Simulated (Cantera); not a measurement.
Input (Python, Cantera) and output of one run.

```python
import numpy as np
import cantera as ct

gas_names = """
    CL CL2 H HCL H2 Si SiCL SiCL2 SiCL3 SiCL4 SiH SiHCL3 SiH2 SiH2CL2 SiH3 SiH3CL SiH4 Si2 Si3
""".split()
cond_names = """
    Si(cr) Si(L)
""".split()


# ... load() reads the species with a 1 bar reference pressure and builds the phases ...
atoms = {
    'Si2Cl6': {'Si': 2, 'CL': 6},
    'Cl2': {'CL': 2},
    'H2': {'H': 2},
}
top_T = {}  # K; cautious upper limits of use, not melting points


# ... equilibrate(T, P, feed) seeds the gas with the atoms and calls Mixture.equilibrate('TP', solver="gibbs", rtol=1e-10, max_steps=50000) ...
results = []
feed = {'Si2Cl6': 1, 'Cl2': 0.009, 'H2': 13}  # mol
P = 3700  # Pa
for T in [1048, 1123, 1198, 1273, 1348, 1423, 1498, 1573, 1648, 1723]:
    mix = equilibrate(T, P, feed)
    results.append((T, P, feed, dict(zip(mix.species_names, mix.species_moles))))

top = {s: max(r[3][s] / sum(r[3][g] for g in gas_names) for r in results) for s in gas_names}
cols = sorted((s for s in top if top[s] > 1e-06), key=lambda s: -top[s])[:9]
seen = [c for c in cond_names if any(r[3].get(c, 0) > 1e-12 for r in results)]
print("log10 of partial pressures in bar; condensed amounts in mol")
print(f"{'T/K':>10s}" + "".join(f"{s[:9]:>10s}" for s in cols + seen))
for T, P, feed, n in results:
    ng = sum(n[g] for g in gas_names)
    print(f"{T:10.4g}" + "".join(f"{np.log10(max(n[s] / ng * P / 1e5, 1e-99)):10.3f}" for s in cols)
          + "".join(f"{n.get(c, 0):10.4g}" for c in seen))
```

Output:

```
log10 of partial pressures in bar; condensed amounts in mol
       T/K        H2       HCL     SiCL2     SiCL4    SiHCL3     SiCL3         H   SiH2CL2        CL    Si(cr)     Si(L)
      1048    -1.496    -2.885    -4.003    -2.551    -3.153    -3.909    -8.860    -4.698   -10.288     0.519         0
      1123    -1.505    -2.671    -3.512    -2.613    -3.213    -3.610    -8.123    -4.725    -9.340    0.5575         0
      1198    -1.518    -2.502    -3.114    -2.727    -3.314    -3.394    -7.480    -4.784    -8.526    0.5649         0
      1273    -1.534    -2.380    -2.814    -2.926    -3.478    -3.278    -6.914    -4.889    -7.831    0.5172         0
      1348    -1.548    -2.306    -2.615    -3.235    -3.724    -3.276    -6.410    -5.048    -7.246     0.428         0
      1423    -1.557    -2.270    -2.504    -3.642    -4.039    -3.372    -5.956    -5.253    -6.756    0.3437         0
      1498    -1.561    -2.257    -2.448    -4.094    -4.385    -3.523    -5.545    -5.475    -6.335    0.2859         0
      1573    -1.563    -2.256    -2.419    -4.543    -4.728    -3.691    -5.172    -5.695    -5.965    0.2475         0
      1648    -1.563    -2.258    -2.402    -4.969    -5.051    -3.857    -4.832    -5.902    -5.632    0.2194         0
      1723    -1.565    -2.251    -2.399    -5.350    -5.349    -4.011    -4.521    -6.103    -5.319         0    0.2261
```

Method: chemical equilibrium by Gibbs-energy minimisation in Cantera with the NASA 1993 tables (ideal gas, pure condensed phases). The feed counts by its element totals alone. The tables' values for SiCl3, SiCl are old estimates; treat these amounts as uncertain. Gases not in the tables: Si2H6 and higher silanes.
